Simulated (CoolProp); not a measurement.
Vapour-liquid equilibrium of benzene (1) + cyclohexane (2) at 8.45 bar; x and y are mole fractions of (1).

Model: multi-fluid Helmholtz-energy mixture model, Thol 2012 and Zhou 2014; pair parameters Bell 2016, in CoolProp.

```tsv
x	bubble temperature (°C)	y at the bubble point	dew temperature at overall composition x (°C)	liquid density (mol/L)
0.05	171.5	0.062	171.6	7.390
0.125	170.3	0.149	170.6	7.499
0.2	169.3	0.230	169.6	7.611
0.275	168.4	0.306	168.8	7.725
0.35	167.8	0.378	168.0	7.842
0.425	167.3	0.448	167.4	7.961
0.5	167.0	0.515	167.0	8.085
0.575	166.8	0.581	166.8	8.212
0.65	166.7	0.647	166.7	8.343
0.725	166.9	0.715	166.9	8.478
0.8	167.2	0.785	167.3	8.617
0.875	167.7	0.860	167.9	8.761
0.95	168.5	0.941	168.6	8.907
```

y crosses x between x = 0.575 and 0.65: the model has an azeotrope there.

The pair parameters rest on a limited set of measurements; away from them the model extrapolates.
